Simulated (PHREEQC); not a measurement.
Dissolve 0.17 mol/kgw ZnCl2, 0.046 mol/kgw KCl and 0.034 mol/kgw MnSO4 at 80 °C. Closed to the air; pH follows from the charge balance.

Equilibrium calculation in PHREEQC: ion-association model, phreeqc.dat.

```csv
quantity,before,after
pH,4.78,4.71
ionic strength (mol/kgw),0.414,0.380
Cl- (mol/kgw),0.268,0.266
K+ (mol/kgw),0.0443,0.0450
Mn+2 (mol/kgw),0.0228,0.0122
SO4-2 (mol/kgw),0.0141,0.00745
SI of Sylvite (KCl),-3.46,-3.45
```

Q: Which change was made?
(A) MnSO4 from 0.034 to 0.017 mol/kgw
(B) ZnCl2 from 0.17 to 0.017 mol/kgw
(C) diluted 2-fold with water
(D) ZnCl2 left out
(E) temperature from 80 to 30 °C

A: A, MnSO4 from 0.034 to 0.017 mol/kgw

No solid was allowed to form. At this temperature some constants are extrapolated from 25 °C, and those without enthalpy data are left unchanged.
